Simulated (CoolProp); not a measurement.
Saturation properties of R1132(E).

Computed with CoolProp (reference Helmholtz-energy equation of state, Akasaka 2024).

| T (K) | p (bar) | enthalpy of vaporisation (kJ/kg) | vapour Z |
|---|---|---|---|
| 271.6 | 7.777 | 253.1 | 0.8616 |
| 275.5 | (withheld) | 248.1 | 0.8496 |
| 279.3 | 9.838 | 243.0 | 0.8372 |
| 283.1 | 10.99 | 237.7 | 0.8241 |
| 287 | 12.28 | (withheld) | 0.8100 |
| 290.8 | 13.64 | 226.4 | 0.7956 |
| 294.6 | 15.10 | 220.4 | 0.7803 |
| 298.5 | 16.72 | 214.0 | 0.7638 |
| 302.3 | 18.43 | (withheld) | 0.7469 |
| 306.2 | 20.30 | 200.4 | 0.7284 |
| 310 | 22.26 | 193.1 | 0.7094 |
| 313.8 | 24.36 | 185.3 | 0.6893 |

Q: Fill in the missing entries.

A: 
- 275.5, p (bar): 8.776
- 287, enthalpy of vaporisation (kJ/kg): 232.1
- 302.3, enthalpy of vaporisation (kJ/kg): 207.5
